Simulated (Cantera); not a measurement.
Feed: 1 mol SiHCl3, 2.3 mol HCl, a varied amount of H2, held at 210 Torr.

These are equilibrium values from Cantera (NASA tables, ideal gas, pure condensed phases), not measurements of a reactor. Candidate condensed phases: Si; 19 gas species. The tables' values for SiCl3 are old estimates. Equilibrium is a limit: real reactors are often held back by kinetics, nucleation or transport.

### Question
What condenses at these points (T in °C, n(H2) in mol): (625, 6.1); (1175, 9.1); (775, 160); (575, 6.1); (1175, 230)?

### Answer
```json
[
 {"T (°C)": "625", "n(H2) in mol": "6.1", "condensed phases": "gas only", "Si condensed (%)": "0.0"},
 {"T (°C)": "1175", "n(H2) in mol": "9.1", "condensed phases": "gas only", "Si condensed (%)": "0.0"},
 {"T (°C)": "775", "n(H2) in mol": "160", "condensed phases": "gas only", "Si condensed (%)": "0.0"},
 {"T (°C)": "575", "n(H2) in mol": "6.1", "condensed phases": "gas only", "Si condensed (%)": "0.0"},
 {"T (°C)": "1175", "n(H2) in mol": "230", "condensed phases": "Si", "Si condensed (%)": "68.6"}
]
```
